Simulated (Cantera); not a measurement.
# Ignition delay

Mixture: 9.15 % CH4, 5.22 % CO, 18.0 % O2, 67.6 % N2, at 101000 Pa, adiabatic and at constant pressure. Ignition delay is the time to a rise of 400 K.

Detailed kinetics in Cantera: GRI-Mech 3.0 (53 species, 325 reactions).

```tsv
T0 (K)	delay (ms)
1275	21.3
1375	5.49
1475	1.68
1575	0.614
1675	0.267
1775	0.132
```

apparent activation energy between 1575 and 1775 K: 180 kJ/mol
